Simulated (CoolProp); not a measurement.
Saturation properties of n-heptane (Tc = 541.2 K, pc = 2774 kPa, ω = 0.349).

Computed with CoolProp (reference Helmholtz-energy equation of state, Span 2003). It is a short technical equation, of lower accuracy than the large ones.

```csv
T (K),p (kPa),enthalpy of vaporisation (kJ/kg),surface tension (mN/m)
259.8,0.6352,388.9,23.6
285.6,3.150,372.9,21.0
311.5,11.45,356.8,18.4
337.3,32.77,340.3,15.9
363.1,78.55,322.9,13.5
389,164.8,303.8,11.1
414.8,310.1,282.6,8.80
440.7,538.2,258.0,6.60
466.5,873.1,228.8,4.53
492.3,1346,191.5,2.64
```

It boils at 371.5 K under 1 atm.

Surface tension comes from a separate correlation (Mulero 2012).
